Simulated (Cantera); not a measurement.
# Moist CO burnout

An isothermal, constant-pressure homogeneous reactor starts with CO : O₂ : H₂O : N₂ = 0.0046 : 0.048 : 0.00063 : 1 (molar parts), at 1148 K and 1.01 bar.

Computed with Cantera and GRI-Mech 3.0 (53 species, 325 reactions).

```csv
t (s),x CO,x O₂,x H₂O,x H₂,x CO₂,x H,x OH
1.00e-6,0.00437,0.0456,0.000598,<1e-12,4.20e-12,<1e-12,<1e-12
5.01e-6,0.00437,0.0456,0.000598,<1e-12,2.11e-11,<1e-12,<1e-12
2.51e-5,0.00437,0.0456,0.000598,<1e-12,1.06e-10,<1e-12,<1e-12
0.000126,0.00437,0.0456,0.000598,<1e-12,5.34e-10,<1e-12,4.15e-12
0.000632,0.00437,0.0456,0.000598,<1e-12,2.91e-9,9.26e-12,6.71e-11
0.00317,0.00437,0.0456,0.000598,1.16e-11,2.88e-8,1.30e-10,9.18e-10
0.0159,0.00436,0.0456,0.000597,2.93e-8,1.25e-5,7.19e-8,4.88e-7
0.0796,0.00130,0.0441,0.000595,9.06e-7,0.00307,4.79e-7,5.48e-6
0.399,9.13e-5,0.0435,0.000598,4.38e-8,0.00429,1.16e-8,1.77e-6
2.00,2.22e-6,0.0435,0.000599,8.63e-10,0.00437,9.42e-11,4.60e-7
```
x: mole fraction; the columns are a selection and need not sum to one.

Equilibrium at this temperature and pressure: CO 1.02e-10, O₂ 0.0435, H₂O 0.000599, H₂ 1.18e-11, CO₂ 0.00438, H <1e-12, OH 7.47e-8 (gas phase only).
